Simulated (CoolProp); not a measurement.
Computed with CoolProp (reference Helmholtz-energy equation of state, Zhou 2012).

**Question.** For m-xylene, give the phase and the Z, cv (kJ/(kg K)), viscosity (µPa s), fugacity coefficient at 620 K and 81.6 bar.

**Answer.** 
- 620 K and 81.6 bar: supercritical; Z 0.329, cv 2.25, viscosity 66.0, fugacity coefficient 0.351

Viscosity comes from a separate model (Cao 2016).
